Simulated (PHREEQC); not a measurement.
Consider water at 86 °C with 0.002 mol/kgw HF, 0.051 mol/kgw (CH3)4NF and 0.0015 mol/kgw H4SiO4. Closed to the air; pH follows from the charge balance.

Model: ion-association model, phreeqc.dat, run in PHREEQC.

```yaml
pH: 5.26
ionic_strength: 0.0512 mol/kgw
total_alkalinity: -2.00 meq/kg
```

```tsv
species	molality	activity	log γ
(CH3)4N+	0.0510	0.0405	-0.100
F-	0.0504	0.0398	-0.103
H4SiO4	0.00133	0.00135	0.005
HF	0.00109	0.00110	0.005
HF2-	0.000231	0.000184	-0.098
SiF6-2	0.000168	7.02e-5	-0.379
```

This is a speciation only: nothing precipitates in the calculation. Examples of supersaturated solids here: Quartz (slow to form), Chalcedony (slow to form). Others may be too. (CH3)4N+ isn't in the database: it is added as a free cation with an ion size of 4 Å. Away from 25 °C the constants follow the database's enthalpies or fits; those with neither stay at their 25 °C values. SiF6-2 is the database's only silicon fluoride.
